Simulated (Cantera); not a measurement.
Adiabatic ignition

An adiabatic, constant-pressure homogeneous reactor starts with 9.50 % CO, 7.51 % H₂, 8.86 % O₂, 74.1 % N₂, equivalence ratio 0.96, at 1750 K and 1.00 bar.

Detailed kinetics in Cantera: GRI-Mech 3.0 (53 species, 325 reactions).

```tsv
t (s)	T (K)	x CO	x H₂	x O₂	x NO	x HO₂
2.00e-6	1750	0.0950	0.0751	0.0886	<1e-12	9.86e-7
6.54e-6	1750	0.0950	0.0748	0.0884	1.99e-11	3.67e-6
2.14e-5	1831	0.0762	0.0105	0.0415	6.45e-6	8.64e-6
7.00e-5	2056	0.0548	0.0120	0.0313	6.07e-5	4.85e-6
0.000229	2323	0.0492	0.00962	0.0274	0.000216	2.87e-6
0.000749	2548	0.0386	0.00640	0.0217	0.000929	2.42e-6
0.00245	2618	0.0338	0.00527	0.0184	0.00316	2.55e-6
0.00801	2612	0.0339	0.00532	0.0169	0.00662	2.37e-6
0.0262	2610	0.0340	0.00535	0.0165	0.00776	2.31e-6
0.0857	2610	0.0340	0.00535	0.0165	0.00777	2.31e-6
0.280	2610	0.0340	0.00535	0.0165	0.00777	2.31e-6
0.917	2610	0.0340	0.00535	0.0165	0.00777	2.31e-6
3.00	2610	0.0340	0.00535	0.0165	0.00777	2.31e-6
```
x: mole fraction; the columns are a selection and need not sum to one.

- time of steepest temperature rise = 15.0 µs
- temperature at 3.00 s = 2610 K
- equilibrium temperature = 2610 K
- x(CO) at 3.00 s = 0.0340 (gas-phase equilibrium 0.0340)
- x(H₂) at 3.00 s = 0.00535 (gas-phase equilibrium 0.00535)
- x(O₂) at 3.00 s = 0.0165 (gas-phase equilibrium 0.0165)
